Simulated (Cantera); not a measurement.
A freely propagating, adiabatic, planar premixed flame of 14.4 % CH4, 22.2 % O2, 63.4 % N2, equivalence ratio 1.3, unburnt at 650 K and 0.454 atm; mixture-averaged transport, grid criteria slope 0.08 and curve 0.16, no radiation.

Computed with Cantera and GRI-Mech 3.0 (53 species, 325 reactions). Burning velocities carry a grid error of a few per cent, more on coarse grids.

### Question
Predict: laminar burning velocity; thermal thickness; peak x(HCN); peak x(CH2O); peak x(OH).

### Answer
laminar burning velocity: 205 cm/s
thermal thickness: 0.542 mm
peak x(HCN): 2.94e-5
peak x(CH2O): 0.00163
peak x(OH): 0.0115
